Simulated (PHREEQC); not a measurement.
PHREEQC input (ion-association model, phreeqc.dat):

```
SOLUTION 0
  temp 15
  units mmol/kgw
  pH 7 charge
  Cl 1.17
  Mn(2) 0.58
SOLUTION 1-30
  temp 15
  units mmol/kgw
  pH 7 charge
  Cl 182.91
  Li 2.9
  Ba 90
END
EXCHANGE 1-30
  X 0.0019
  -equilibrate 1
END
SELECTED_OUTPUT 1
  -reset false
  -pH true
  -pe true
  -ionic_strength true
  -water true
  -step true
  -totals Ba Cl Li Mn Mn(2) Mn(3)
  -molalities MnX2 BaX2 LiX
  -saturation_indices Pyrochroite
PRINT
  -reset false
TRANSPORT
  -cells 30
  -shifts 180
  -lengths 0.0333333
  -time_step 3600
  -dispersivities 0.035
  -boundary_conditions flux flux
  -correct_disp true
  -punch_cells 30
  -punch_frequency 6
END
```

Selected output (columns that matter, 16 of 31 rows; pore volumes added in front):

```
pore volumes	pH	mu	Ba	Cl	Li	Mn	m_MnX2	si_Pyrochroite
0	5.1033	0.27291	0.09	0.18291	0.0029	0	0	-1000
0.4167	5.1033	0.2728	0.089964	0.18284	0.0028989	2.0166e-07	7.5105e-10	-12.299
0.8167	5.097	0.20163	0.066369	0.13517	0.0021422	0.0001385	7.2504e-07	-9.4195
1.2167	5.069	0.053453	0.017306	0.035855	0.0005593	0.00033641	7.4216e-06	-8.8845
1.6167	5.0363	0.0084836	0.0025731	0.0056889	7.49e-05	0.0002289	3.4749e-05	-8.9313
2.0167	5.0214	0.0023769	0.00061543	0.0015916	7.5504e-06	0.00017162	0.00010205	-9.0143
2.4167	5.0189	0.0017974	0.00036618	0.0012031	6.6824e-07	0.00023003	0.00020282	-8.8808
2.8167	5.0187	0.0017511	0.0002728	0.0011724	5.4186e-08	0.00030835	0.00031176	-8.753
3.2167	5.0186	0.0017473	0.00020809	0.0011702	4.16e-09	0.00037198	0.00041404	-8.6715
3.6167	5.0186	0.0017467	0.00015965	0.00117	3.088e-10	0.00042035	0.00050562	-8.6184
4.0167	5.0186	0.0017464	0.00012274	0.00117	2.2437e-11	0.00045726	0.00058602	-8.5818
4.4167	5.0186	0.0017461	9.4247e-05	0.00117	1.6073e-12	0.00048575	0.00065564	-8.5556
4.8167	5.0186	0.001746	7.2081e-05	0.00117	1.1403e-13	0.00050792	0.00071515	-8.5362
5.2167	5.0186	0.0017458	5.4778e-05	0.00117	8.0363e-15	0.00052522	0.0007653	-8.5217
5.6167	5.0186	0.0017457	4.1286e-05	0.00117	5.6362e-16	0.00053871	0.0008069	-8.5106
6.0167	5.0186	0.0017457	3.0819e-05	0.00117	3.9389e-17	0.00054918	0.00084081	-8.5023
```
